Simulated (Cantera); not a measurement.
## Equilibrium for roasting and sulfation: FeS₂ + O₂ + CO₂

Input: 1 mol FeS₂, 0.16 mol O₂, a varied amount of CO₂, held at 1150 °C and 0.160 bar.

Cantera equilibrium calculation (NASA polynomials, part measured and part estimated; ideal gas, pure solids and liquids). Candidate condensed phases: C, Fe, Fe(CO)₅, FeO, FeS, FeSO₄, FeS₂, Fe₂O₃, Fe₂(SO₄)₃, Fe₃O₄, S; 25 gas species. FeS: taken at fixed stoichiometry. Kinetics and transport are ignored.

```json
[
 {"n(CO₂) (mol)": "0.056", "x CO₂": "0.0714", "x S₂": "0.645", "x SO₂": "0.252", "x CO": "0.0156", "x S₂O": "0.0116", "x COS": "0.000887", "x SO": "0.00361", "x S": "3.19e-5", "n FeS(s)": "1.00"},
 {"n(CO₂) (mol)": "0.081", "x CO₂": "0.0992", "x S₂": "0.618", "x SO₂": "0.245", "x CO": "0.0218", "x S₂O": "0.0111", "x COS": "0.00121", "x SO": "0.00353", "x S": "3.12e-5", "n FeS(s)": "1.00"},
 {"n(CO₂) (mol)": "0.12", "x CO₂": "0.138", "x S₂": "0.579", "x SO₂": "0.236", "x CO": "0.0305", "x S₂O": "0.0104", "x COS": "0.00164", "x SO": "0.00341", "x S": "3.02e-5", "n FeS(s)": "1.00"},
 {"n(CO₂) (mol)": "0.17", "x CO₂": "0.182", "x S₂": "0.536", "x SO₂": "0.226", "x CO": "0.0403", "x S₂O": "0.00958", "x COS": "0.00208", "x SO": "0.00327", "x S": "2.90e-5", "n FeS(s)": "1.00"},
 {"n(CO₂) (mol)": "0.24", "x CO₂": "0.235", "x S₂": "0.484", "x SO₂": "0.214", "x CO": "0.0520", "x S₂O": "0.00864", "x COS": "0.00255", "x SO": "0.00310", "x S": "2.76e-5", "n FeS(s)": "1.00"},
 {"n(CO₂) (mol)": "0.34", "x CO₂": "0.296", "x S₂": "0.425", "x SO₂": "0.200", "x CO": "0.0655", "x S₂O": "0.00757", "x COS": "0.00301", "x SO": "0.00290", "x S": "2.59e-5", "n FeS(s)": "1.00"},
 {"n(CO₂) (mol)": "0.48", "x CO₂": "0.361", "x S₂": "0.361", "x SO₂": "0.185", "x CO": "0.0799", "x S₂O": "0.00644", "x COS": "0.00339", "x SO": "0.00268", "x S": "2.38e-5", "n FeS(s)": "1.00"},
 {"n(CO₂) (mol)": "0.69", "x CO₂": "0.433", "x S₂": "0.292", "x SO₂": "0.169", "x CO": "0.0950", "x S₂O": "0.00525", "x COS": "0.00363", "x SO": "0.00242", "x S": "2.15e-5", "n FeS(s)": "1.00"},
 {"n(CO₂) (mol)": "0.99", "x CO₂": "0.502", "x S₂": "0.227", "x SO₂": "0.152", "x CO": "0.109", "x S₂O": "0.00413", "x COS": "0.00366", "x SO": "0.00216", "x S": "1.89e-5", "n FeS(s)": "1.00"},
 {"n(CO₂) (mol)": "1.4", "x CO₂": "0.563", "x S₂": "0.171", "x SO₂": "0.138", "x CO": "0.120", "x S₂O": "0.00316", "x COS": "0.00350", "x SO": "0.00191", "x S": "1.64e-5", "n FeS(s)": "1.00"},
 {"n(CO₂) (mol)": "2", "x CO₂": "0.620", "x S₂": "0.121", "x SO₂": "0.124", "x CO": "0.128", "x S₂O": "0.00232", "x COS": "0.00314", "x SO": "0.00167", "x S": "1.38e-5", "n FeS(s)": "1.00"},
 {"n(CO₂) (mol)": "2.9", "x CO₂": "0.672", "x S₂": "0.0802", "x SO₂": "0.110", "x CO": "0.132", "x S₂O": "0.00161", "x COS": "0.00264", "x SO": "0.00142", "x S": "1.12e-5", "n FeS(s)": "1.00"},
 {"n(CO₂) (mol)": "4.2", "x CO₂": "0.716", "x S₂": "0.0493", "x SO₂": "0.0983", "x CO": "0.132", "x S₂O": "0.00106", "x COS": "0.00207", "x SO": "0.00119", "x S": "8.81e-6", "n FeS(s)": "1.00"}
]
```
x: gas mole fraction; n: condensed amount in mol.

From 0.056 mol CO₂ to 4.2 mol CO₂ the condensed part is FeS(s).
